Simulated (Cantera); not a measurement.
Input: 1 mol Si, a varied amount of NF₃, equilibrated at 1050 K and 0.750 Torr.

Equilibrium computed with Cantera from the NASA thermochemical tables; the gas is ideal and each condensed phase is pure. Candidate condensed phases: Si, Si₃N₄; 16 gas species. Mutual solubility and eutectic melting of coexisting phases are not modelled. The tables' values for SiF₃, SiF₂ are old estimates; treat these amounts as uncertain. Equilibrium is a limit: real reactors are often held back by kinetics, nucleation or transport.

x: gas mole fraction; n: condensed amount in mol.

| n(NF₃) (mol) | x SiF₄ | x F | x N₂ | x F₂ | x SiF₃ | n Si(s) | n Si₃N₄(s) |
|---|---|---|---|---|---|---|---|
| 0.5 | 0.993 | <1e-12 | 1.38e-7 | <1e-12 | 0.00716 | 0.249 | 0.125 |
| 0.77 | (withheld) | <1e-12 | (withheld) | <1e-12 | 0.000626 | 0 | (withheld) |
| 1.2 | (withheld) | <1e-12 | (withheld) | <1e-12 | 0.000430 | 0 | (withheld) |
| 1.8 | 0.305 | 0.413 | 0.275 | 0.00690 | <1e-12 | 0 | 0 |
| 2.7 | 0.157 | 0.615 | 0.212 | 0.0153 | <1e-12 | 0 | 0 |
| 4.1 | 0.0899 | 0.706 | 0.184 | 0.0201 | <1e-12 | 0 | 0 |
| 6.3 | 0.0537 | 0.754 | 0.169 | 0.0230 | <1e-12 | 0 | 0 |

### Question
Some entries are withheld; supply them.

### Answer

- 1.2, x SiF₄: 0.627
- 1.2, x N₂: 0.372
- 1.2, n Si₃N₄(s): 0.0333
- 0.77, x SiF₄: 0.848
- 0.77, x N₂: 0.152
- 0.77, n Si₃N₄(s): 0.141
